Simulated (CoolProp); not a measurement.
Properties of R134a along the isobar 0.101 MPa.

Computed with CoolProp (reference Helmholtz-energy equation of state, Tillner-Roth 1994).

```json
[
 {"T (°C)": "-46.85", "phase": "liquid", "density (kg/m³)": "1438", "speed of sound (m/s)": "840.1", "viscosity (µPa s)": "523", "Prandtl number": "5.70"},
 {"T (°C)": "-37.75", "phase": "liquid", "density (kg/m³)": "1411", "speed of sound (m/s)": "796.9", "viscosity (µPa s)": "451", "Prandtl number": "5.18"},
 {"T (°C)": "-28.65", "phase": "liquid", "density (kg/m³)": "1384", "speed of sound (m/s)": "754.0", "viscosity (µPa s)": "393", "Prandtl number": "4.77"},
 {"T (°C)": "-19.55", "phase": "gas", "density (kg/m³)": "5.082", "speed of sound (m/s)": "147.9", "viscosity (µPa s)": "10.0", "Prandtl number": "0.813"},
 {"T (°C)": "-10.45", "phase": "gas", "density (kg/m³)": "4.880", "speed of sound (m/s)": "150.9", "viscosity (µPa s)": "10.4", "Prandtl number": "0.792"},
 {"T (°C)": "-1.35", "phase": "gas", "density (kg/m³)": "4.697", "speed of sound (m/s)": "153.7", "viscosity (µPa s)": "10.8", "Prandtl number": "0.777"},
 {"T (°C)": "7.75", "phase": "gas", "density (kg/m³)": "4.528", "speed of sound (m/s)": "156.5", "viscosity (µPa s)": "11.1", "Prandtl number": "0.766"},
 {"T (°C)": "16.85", "phase": "gas", "density (kg/m³)": "4.373", "speed of sound (m/s)": "159.2", "viscosity (µPa s)": "11.5", "Prandtl number": "0.757"},
 {"T (°C)": "25.95", "phase": "gas", "density (kg/m³)": "4.229", "speed of sound (m/s)": "161.8", "viscosity (µPa s)": "11.9", "Prandtl number": "0.751"},
 {"T (°C)": "35.05", "phase": "gas", "density (kg/m³)": "4.096", "speed of sound (m/s)": "164.3", "viscosity (µPa s)": "12.2", "Prandtl number": "0.745"},
 {"T (°C)": "44.15", "phase": "gas", "density (kg/m³)": "3.971", "speed of sound (m/s)": "166.8", "viscosity (µPa s)": "12.6", "Prandtl number": "0.741"},
 {"T (°C)": "53.25", "phase": "gas", "density (kg/m³)": "3.854", "speed of sound (m/s)": "169.2", "viscosity (µPa s)": "12.9", "Prandtl number": "0.739"},
 {"T (°C)": "62.35", "phase": "gas", "density (kg/m³)": "3.744", "speed of sound (m/s)": "171.6", "viscosity (µPa s)": "13.3", "Prandtl number": "0.736"}
]
```

Viscosity comes from a separate model (Huber 2003), an estimate that may be off by 10 % or more. Thermal conductivity comes from a separate model (McLinden 2000), an estimate that may be off by 10 % or more.
